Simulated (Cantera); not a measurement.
PbO + CH₄ + N₂ (carbothermic reduction)

Feed: 1 mol PbO, 5.4 mol CH₄, 1.7 mol N₂, at 1748.15 K.

These are equilibrium values from Cantera (NASA tables, ideal gas, pure condensed phases), not measurements of a reactor. Candidate condensed phases: C, C₆H₆, C₇H₈, C₈H₁₈, H₂O, Pb, PbO, PbO₂, Pb₃O₄; 139 gas species. Rates play no part.

From 0.000100 bar to 1.90 bar the condensed part is C(graphite). At 10.0 bar the condensed part is C(graphite) + Pb(l). The main Pb-bearing gas is Pb throughout.

```csv
P (Pa),log p H₂,log p N₂,log p CO,log p Pb,log p H,n C(graphite),n Pb(l)
10,-4.14,-4.94,-5.17,-5.17,-5.71,4.38,0
52,-3.42,-4.22,-4.45,-4.45,-5.35,4.38,0
270,-2.70,-3.50,-3.73,-3.73,-4.99,4.38,0
1400,-1.98,-2.79,-3.02,-3.02,-4.63,4.38,0
7200,-1.27,-2.08,-2.30,-2.30,-4.28,4.38,0
37000,-0.56,-1.37,-1.59,-1.59,-3.92,4.37,0
190000,0.15,-0.65,-0.88,-0.88,-3.57,4.36,0
1000000,0.89,0.09,-0.14,-0.72,-3.20,4.30,0.739
```
log p: log10 of the partial pressure in bar; n: condensed amount in mol.
